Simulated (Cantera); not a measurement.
What does this Cantera script print?

```python
import numpy as np
import cantera as ct

gas_names = """
    H HO2 H2 H2O H2O2 O OH O2 O3 Si SiH SiH2 SiH3 SiH4 SiO SiO2 Si2 Si3
""".split()
cond_names = """
    H2O(s) H2O(L) Si(cr) Si(L) SiO2(Lqz) SiO2(hqz) SiO2(L)
""".split()


def load(file, names, dense=False):
    # The tables refer to 1 bar. Condensed volumes are neglected.
    table = {s.name: s for s in ct.Species.list_from_file(file)}
    out = []
    for n in names:
        d = dict(table[n].input_data)
        d["thermo"] = dict(d["thermo"], **{"reference-pressure": 1e5})
        if dense:
            d["equation-of-state"] = {"model": "constant-volume", "density": "1e6 g/cm^3"}
        out.append(ct.Species.from_dict(d))
    return out


gas = ct.Solution(thermo="ideal-gas", species=load("nasa_gas.yaml", gas_names))
cond = {s.name: ct.Solution(thermo="fixed-stoichiometry", species=[s], name=s.name)
        for s in load("nasa_condensed.yaml", cond_names, dense=True)}
atoms = {
    'SiH4': {'Si': 1, 'H': 4},
    'O2': {'O': 2},
    'H2O': {'H': 2, 'O': 1},
}
top_T = {}  # K; cautious upper limits of use, not melting points


def equilibrate(T, P, feed):
    n = {}
    for name, mol in feed.items():
        for a, k in atoms[name].items():
            n[a] = n.get(a, 0.0) + k * mol
    gas.TPX = T, P, n
    mass = sum(n.values()) * gas.mean_molecular_weight
    gas.equilibrate("TP")
    valid = [c for c in cond.values() if c.min_temp <= T <= top_T.get(c.name, c.max_temp)]
    mix = ct.Mixture([(gas, mass / gas.mean_molecular_weight)] + [(c, 0.0) for c in valid])
    mix.T, mix.P = T, P
    mix.equilibrate("TP", solver="vcs", rtol=1e-11, max_steps=5000)
    return mix


results = []
T = 1600  # K
P = 21000  # Pa
for m in [0.069, 0.095, 0.13, 0.18, 0.24, 0.34, 0.46, 0.63, 0.86, 1.2, 1.6, 2.2]:
    feed = {'SiH4': 1, 'O2': m, 'H2O': 1.9}  # mol
    mix = equilibrate(T, P, feed)
    results.append((T, P, feed, dict(zip(mix.species_names, mix.species_moles))))

top = {s: max(r[3][s] / sum(r[3][g] for g in gas_names) for r in results) for s in gas_names}
cols = sorted((s for s in top if top[s] > 0.0001), key=lambda s: -top[s])[:9]
seen = [c for c in cond_names if any(r[3].get(c, 0) > 1e-12 for r in results)]
print("log10 of partial pressures in bar; condensed amounts in mol")
print(f"{'n(O2)':>10s}" + "".join(f"{s[:9]:>10s}" for s in cols + seen))
for T, P, feed, n in results:
    ng = sum(n[g] for g in gas_names)
    print(f"{feed['O2']:10.4g}" + "".join(f"{np.log10(max(n[s] / ng * P / 1e5, 1e-99)):10.3f}" for s in cols)
          + "".join(f"{n.get(c, 0):10.4g}" for c in seen))
```

Result:

```
log10 of partial pressures in bar; condensed amounts in mol
     n(O2)        H2       H2O        O2        OH         H SiO2(hqz)
     0.069    -0.682    -2.689   -14.369    -8.019    -4.606         1
     0.095    -0.688    -2.315   -13.610    -7.642    -4.609         1
      0.13    -0.696    -2.065   -13.094    -7.389    -4.613         1
      0.18    -0.708    -1.854   -12.649    -7.172    -4.619         1
      0.24    -0.722    -1.689   -12.290    -7.000    -4.626         1
      0.34    -0.748    -1.505   -11.872    -6.803    -4.639         1
      0.46    -0.780    -1.355   -11.506    -6.637    -4.655         1
      0.63    -0.831    -1.204   -11.103    -6.461    -4.680         1
      0.86    -0.911    -1.059   -10.653    -6.276    -4.720         1
       1.2    -1.065    -0.907   -10.041    -6.047    -4.797         1
       1.6    -1.366    -0.778    -9.180    -5.766    -4.948         1
       2.2    -4.883    -0.700    -1.991    -3.930    -6.706         1
```

Equilibrium computed with Cantera from the NASA thermochemical tables; the gas is ideal and each condensed phase is pure. The tables hold silica as quartz up to 1696 K and as liquid above; real silica turns to tridymite and cristobalite and melts near 1996 K. Gases not in the tables: Si(OH)4.
